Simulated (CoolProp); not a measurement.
Vapour-liquid equilibrium of acetone (1) + ethanol (2) at 421.5 K; x and y are mole fractions of (1).

The numbers come from the multi-fluid Helmholtz-energy mixture model, Lemmon 2006 and Schroeder 2014; pair parameters Bell 2016 in CoolProp.

```csv
x,bubble pressure (MPa),y at the bubble point,dew pressure at overall composition x (MPa),liquid density (mol/L)
0.05,0.9768,0.078,0.9644,13.91
0.125,1.021,0.178,0.9981,13.57
0.2,1.058,0.263,1.031,13.24
0.275,1.088,0.338,1.063,12.92
0.35,1.112,0.406,1.092,12.62
0.425,1.130,0.470,1.118,12.34
0.5,1.144,0.532,1.137,12.08
0.575,1.152,0.593,1.150,11.83
0.65,1.156,0.654,1.156,11.59
0.725,1.156,0.718,1.155,11.38
0.8,1.150,0.786,1.148,11.17
0.875,1.138,0.860,1.136,10.99
0.95,1.121,0.941,1.119,10.82
```

y crosses x between x = 0.65 and 0.725: the model has an azeotrope there.

The pair parameters rest on a limited set of measurements; away from them the model extrapolates.
